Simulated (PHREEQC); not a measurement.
1.9 g of hydrous ferric oxide (600 m²/g; 0.2 weak and 0.005 strong sites per Fe, Dzombak-Morel constants, diffuse double layer) in 1 kg of water with 0.05 mol/kgw of an inert sodium salt and 0.0011 mol/kgw ZnSO4, at 25 °C; the pH is set by adding NaOH or the inert anion's acid. O2 is buffered at 0.21 atm. CO2 from the air is kept out. No solid was allowed to form.

The series has 17 steps of pH, from 3 to 11.

Computed with PHREEQC (ion-association model, wateq4f.dat).

Near which pH is half of the S sorbed, and on which side is more sorbed?

Near pH 6.6, with more sorbed at lower pH.

Near which pH is half of the Zn sorbed, and on which side is more sorbed?

Near pH 6.2, with more sorbed at higher pH.

At which pH does the surface charge pass through zero?

Near pH 8.7.

Complexes and solids missing from the database can't appear. The oxide is taken as insoluble; below pH 4 it would dissolve.
